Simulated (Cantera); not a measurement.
A jet of CH₄ : O₂ : N₂ = 0.01 : 0.1 : 0.79 (molar parts), equivalence ratio 0.20 at 300 K and 0.0888 atm hits a platinum plate 3 cm away at a mass flux of 0.021 kg/m²/s; the plate temperature is set and raised in steps from an oxygen-covered start.

Detailed kinetics in Cantera: Deutschmann's 1995 Pt surface mechanism with GRI-Mech 3.0 gas chemistry. Catalytic surfaces can have several steady states; this one follows from the mechanism file's or the stated starting coverage.

x: mole fraction at the wall; θ: surface coverage.

```tsv
plate T (K)	wall x CH₄	wall x O₂	wall x H₂O	wall x OH	wall x CO	wall x CO₂	θ free Pt	θ O*
850	[?]	0.106	0.00472	<1e-8	2.32e-6	0.00306	0.141	0.858
900	[?]	0.102	0.00816	1.89e-8	2.58e-6	0.00530	0.203	0.797
950	[?]	0.0983	0.0113	6.00e-8	2.66e-6	0.00735	0.269	0.730
1000	[?]	0.0955	0.0137	1.63e-7	2.67e-6	0.00891	0.338	0.661
1050	[?]	0.0936	0.0153	3.92e-7	2.69e-6	0.00999	0.406	0.593
1100	[?]	0.0923	0.0164	8.54e-7	2.76e-6	0.0107	0.473	0.526
```

### Question
What belongs in the gaps?

### Answer

- 850, wall x CH₄: 0.00859
- 900, wall x CH₄: 0.00674
- 950, wall x CH₄: 0.00504
- 1000, wall x CH₄: 0.00375
- 1050, wall x CH₄: 0.00285
- 1100, wall x CH₄: 0.00223
